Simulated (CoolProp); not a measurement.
Toluene at 394.24 K and 0.0158 MPa is compressed adiabatically to 0.0565 MPa with isentropic efficiency 0.7. Each further row changes one setting.

Computed with CoolProp (reference Helmholtz-energy equation of state, Lemmon 2006). It is a short technical equation, of lower accuracy than the large ones.

| case | work (kJ/kg) | final temperature (K) | final density (kg/m³) |
|---|---|---|---|
| as stated | 66.6 | … | … |
| efficiency 1 | … | … | … |
| efficiency 0.65 | … | … | … |

Task: Fill in the missing entries.

Result: 
- as stated, final temperature (K): 437.4
- as stated, final density (kg/m³): 1.45
- efficiency 1, work (kJ/kg): 46.6
- efficiency 1, final temperature (K): 425.2
- efficiency 1, final density (kg/m³): 1.50
- efficiency 0.65, work (kJ/kg): 71.8
- efficiency 0.65, final temperature (K): 440.5
- efficiency 0.65, final density (kg/m³): 1.44
